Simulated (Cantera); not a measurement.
An isothermal, constant-pressure homogeneous reactor starts with 63.3 % CH4, 36.7 % CO2, at 2123 K and 1.09 atm.

Computed with Cantera and GRI-Mech 3.0 (53 species, 325 reactions). GRI-Mech 3.0 stops at C3 and has no aromatics, soot or wall deposition, so with more carbon than oxygen in the feed, carbon stays in small species such as C2H2 where larger ones or solid carbon would form.

One state of this run: x CH4 = 0.0138; x CO2 = 0.0197; x C2H6 = 6.34e-6; x C2H = 2.33e-5; x CH2O = 7.86e-6; x H2 = 0.415. x: mole fraction; the columns are a selection and need not sum to one.

Q: Which value of t (s) does it belong to?
A) 0.251
B) 0.00278
C) 0.0816
D) 0.000903

A: D, 0.000903
